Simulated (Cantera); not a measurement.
Feed: 1 mol CH₃Cl, 0.013 mol F₂, equilibrated at 0.000480 bar.

Cantera equilibrium calculation (NASA polynomials, part measured and part estimated; ideal gas, pure solids and liquids). Candidate condensed phases: C, C₆H₆, C₇H₈, C₈H₁₈; 118 gas species. Rates play no part.

At 2600 K, list the 4 most abundant gas species with their mole fractions, and the condensed phases.

H 0.581, Cl 0.230, H₂ 0.110, HCl 0.0621. Condensed: C(graphite).
